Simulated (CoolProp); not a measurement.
Ethylene at 298.15 K and 1.01 MPa is throttled through a valve to 0.431 MPa with no heat exchange. Each further row changes one setting.

Computed with CoolProp (reference Helmholtz-energy equation of state, Smukala 2000).

```
case                       temperature change (K)  final density (kg/m³)
-------------------------  ----------------------  ---------------------
as stated                                    -6.2                   5.12
outlet pressure 0.129 MPa                    -9.5                   1.52
outlet pressure 0.56 MPa                     -4.8                   6.67
```
